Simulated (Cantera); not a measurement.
Premixed flame

A freely propagating, adiabatic, planar premixed flame of 17.5 % CO, 0.806 % H2, 11.6 % O2, 52.2 % N2, 17.9 % H2O, equivalence ratio 0.79, unburnt at 575 K and 3080 Torr; mixture-averaged transport, grid criteria slope 0.08 and curve 0.16, no radiation.

Detailed kinetics in Cantera: GRI-Mech 3.0 (53 species, 325 reactions). The hydrogen kinetics of GRI-Mech 3.0 are dated; newer H2 mechanisms differ, most at raised pressure. Burning velocities carry a grid error of a few per cent, more on coarse grids.

```csv
z (mm),T (K),u (m/s),x CO,x H2,x O2,x CO2,x N2O,x HO2
-0.637,575,0.409,0.175,0.00781,0.116,2.31e-6,<1e-8,5.09e-8
-0.425,578,0.411,0.175,0.00736,0.116,4.71e-5,<1e-8,6.93e-7
-0.319,585,0.416,0.174,0.00688,0.116,0.000218,<1e-8,2.65e-6
-0.212,624,0.443,0.172,0.00598,0.115,0.00170,<1e-8,1.59e-5
-0.106,865,0.610,0.150,0.00443,0.104,0.0189,8.52e-8,0.000163
-0.0531,1168,0.810,0.117,0.00350,0.0863,0.0530,2.44e-7,0.000273
0,1489,1.01,0.0707,0.00288,0.0630,0.106,5.06e-7,0.000122
0.0531,1688,1.12,0.0370,0.00285,0.0466,0.147,6.82e-7,5.39e-5
0.106,1793,1.18,0.0207,0.00260,0.0385,0.166,7.52e-7,2.94e-5
0.212,1885,1.23,0.00950,0.00173,0.0324,0.180,7.97e-7,1.28e-5
0.425,1941,1.26,0.00400,0.000803,0.0292,0.187,7.11e-7,4.78e-6
0.849,1966,1.27,0.00156,0.000327,0.0278,0.190,4.31e-7,1.95e-6
1.70,1975,1.28,0.000753,0.000173,0.0274,0.191,2.47e-7,1.24e-6
```
x: mole fraction of selected species; z is measured from the peak of heat release.

```
Item                          Value
------------------------  ---------
laminar burning velocity  40.9 cm/s
thermal thickness          0.212 mm
peak x(HO2)                0.000284
grid points                     109
```
